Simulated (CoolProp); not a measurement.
p-xylene at 378.16 K and 9.07 MPa flows at 2.1 m/s in a round tube of 20 mm bore and 15 µm roughness, fully developed (64/Re and Nu = 3.66 if laminar; Colebrook and Gnielinski if turbulent). Each further row changes one setting.

The numbers come from the reference Helmholtz-energy equation of state, Zhou 2012 in CoolProp.

```tsv
case	Reynolds number	Darcy friction factor	pressure drop (Pa/m)	heat-transfer coefficient (W/(m² K))	mass flow (kg/h)
as stated	110000	0.0211	1850	3650	1890
velocity 4.2 m/s	220000	0.0199	6970	7030	3780
diameter 40 mm	220000	0.0180	789	3270	7560
```

Viscosity comes from a separate model (Balogun 2015). Thermal conductivity comes from a separate model (Mylona 2014).
